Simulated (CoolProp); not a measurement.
The numbers come from the reference Helmholtz-energy equation of state, Fiedler 2023 in CoolProp.

Problem. For tetrahydrofuran, give the phase and the cp (kJ/(kg K)), cv (kJ/(kg K)), speed of sound (m/s), Joule-Thomson coefficient (K/MPa) at 513.5 K and 77.4 bar; 513.5 K and 133 bar.

Solution. 
- 513.5 K and 77.4 bar: liquid; cp 2.83, cv 1.94, speed of sound 426, Joule-Thomson coefficient 0.538
- 513.5 K and 133 bar: liquid; cp 2.63, cv 1.94, speed of sound 530, Joule-Thomson coefficient 0.187
